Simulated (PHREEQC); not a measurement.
# Brine: speciation

Dissolve 4.2 mol/kgw KOH and 0.078 mol/kgw CaCl2 at 38 °C. Closed to the air; pH follows from the charge balance.

The numbers come from PHREEQC with the Pitzer model, pitzer.dat.

This is a speciation only: nothing precipitates in the calculation.

Question: Predict the pH, density.

Answer: pH 14.61; density 1.162 g/cm³.

In brines, pH and single-ion activities rest on the MacInnes convention. At this temperature some constants are extrapolated from 25 °C, and those without enthalpy data are left unchanged.
